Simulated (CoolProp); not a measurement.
Vapour-liquid equilibrium of p-xylene (1) + n-undecane (2) at 33.45 °C; x and y are mole fractions of (1).

Computed with CoolProp (multi-fluid Helmholtz-energy mixture model, Zhou 2012 and Aleksandrov 2011; pair parameters Bell 2016).

Task: Give the bubble pressure and the first vapour's composition at x = 0.2, 0.5, 0.65. Is there an azeotrope?

Result: x = 0.2: 0.004665 bar, y = 0.815; x = 0.5: 0.009982 bar, y = 0.946; x = 0.65: 0.01263 bar, y = 0.970. No azeotrope shows between x = 0.05 and 0.95.

The pair parameters rest on a limited set of measurements; away from them the model extrapolates.
